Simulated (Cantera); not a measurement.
A freely propagating, adiabatic, planar premixed flame of 19.9 % H2, 16.8 % O2, 63.3 % N2, unburnt at 650 K and 0.160 bar; multicomponent+Soret transport, grid criteria slope 0.08 and curve 0.16, no radiation.

Model: the H2/O2 subset of GRI-Mech 3.0, which has no nitrogen chemistry, integrated in Cantera. Burning velocities carry a grid error of a few per cent, more on coarse grids. Lean hydrogen flames are cellular in practice and burn faster than this planar one.

x: mole fraction of selected species; z is measured from the peak of heat release.

```
z (mm)       T (K)  u (m/s)     x H2    x O2     x H2O      x OH   x H2O2       x O
------  ----------  -------  -------  ------  --------  --------  -------  --------
-15.6          650     5.07    0.199   0.168     <1e-8     <1e-8    <1e-8     <1e-8
-10.4          650     5.07    0.199   0.168     <1e-8     <1e-8    <1e-8     <1e-8
-7.80          650     5.07    0.199   0.168     <1e-8     <1e-8    <1e-8     <1e-8
-5.20          650     5.07    0.199   0.168   2.14e-7     <1e-8    <1e-8   1.72e-8
-2.60          661     5.13    0.194   0.168  0.000879   3.66e-5  7.41e-7   1.62e-5
-1.30   (withheld)     5.93    0.169   0.165    0.0133  0.000338  8.30e-7  0.000412
0       (withheld)     8.11   0.0789   0.130    0.0865   0.00289  1.18e-6   0.00683
1.30    (withheld)     9.87   0.0223  0.0891     0.154   0.00700  1.26e-6    0.0161
2.60    (withheld)     10.7   0.0171  0.0822     0.167   0.00899  8.86e-7    0.0171
5.20          1588     11.6   0.0158  0.0793     0.175    0.0111  5.04e-7    0.0155
10.4          1722     12.4   0.0135  0.0772     0.184    0.0126  2.63e-7    0.0126
20.8          1846     13.2   0.0102  0.0758     0.193    0.0129  1.43e-7   0.00904
41.6          1949     13.8  0.00651  0.0752     0.202    0.0117  8.62e-8   0.00557
```

Q: Some entries are withheld; supply them.

A: 
- -1.30, T (K): 775
- 0, T (K): 1087
- 1.30, T (K): 1335
- 2.60, T (K): 1455
